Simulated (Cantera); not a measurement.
A Cantera script and what it prints.

```python
import numpy as np
import cantera as ct

gas_names = """
    Cu CuO Cu2 N NO NO2 NO3 N2 N2O O O2 O3
""".split()
cond_names = """
    Cu(cr) Cu(L) CuO(s) Cu2O(s) Cu2O(L)
""".split()


# ... load() reads the species with a 1 bar reference pressure and builds the phases ...
atoms = {
    'Cu': {'Cu': 1},
    'O2': {'O': 2},
    'N2': {'N': 2},
}
top_T = {'CuO(s)': 1390}  # K; cautious upper limits of use, not melting points


# ... equilibrate(T, P, feed) seeds the gas with the atoms and calls Mixture.equilibrate('TP', solver="vcs", rtol=1e-11, max_steps=5000) ...
results = []
feed = {'Cu': 1, 'O2': 1, 'N2': 40}  # mol
T = 2048  # K
P = 36000  # Pa
mix = equilibrate(T, P, feed)
results.append((T, P, feed, dict(zip(mix.species_names, mix.species_moles))))
x = sorted(zip(gas.X, gas.species_names), reverse=True)
print(f"T = {T:g} K  P = {P:g} Pa  gas = {mix.phase_moles(0):.4g} mol")
print("   x: " + "  ".join(f"{s} {v:.3e}" for v, s in x if v > 1e-06))
print("   condensed (mol): " + ("  ".join(f"{mix.phase(i).name} {mix.phase_moles(i):.4g}"
      for i in range(1, mix.n_phases) if mix.phase_moles(i) > 1e-12) or "none"))
```

Result:

```
T = 2048 K  P = 36000 Pa  gas = 41.78 mol
   x: N2 9.557e-01  O2 2.217e-02  Cu 1.848e-02  NO 3.118e-03  O 2.380e-04  CuO 1.687e-04  Cu2 8.957e-05
   condensed (mol): Cu(L) 0.2131
```

These are equilibrium values from Cantera (NASA tables, ideal gas, pure condensed phases), not measurements of a reactor.
